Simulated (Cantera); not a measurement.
A closed system holds: 1 mol SiCl4, 5.4 mol NH3, at 1250 °C and 13.3 mbar.

These are equilibrium values from Cantera (NASA tables, ideal gas, pure condensed phases), not measurements of a reactor. Candidate condensed phases: NH4Cl, Si, Si3N4; 28 gas species. The tables' values for SiCl3 are old estimates; treat these amounts as uncertain. Kinetics and transport are ignored.

Base state: H2 0.531, HCl 0.242, N2 0.189, SiCl2 0.0343, SiCl3 0.00282, SiCl4 0.000694, SiHCl3 0.000171, H 0.000146 (mole fractions); condensed: Si3N4(s).

### Question
What changes in the equilibrium state with this change: SiCl4 replaced by Si2Cl6?

### Answer
```tsv
species	before	after
H2	0.531	0.472
HCl	0.242	0.296
N2	0.189	0.155
SiCl2	0.0343	0.0660
SiCl4	0.000694	0.00226
SiCl3	0.00282	0.00707
SiHCl3	0.000171	0.000405
Si3N4(s), mol	0.176	0.337
```
The feed counts by its element totals alone.
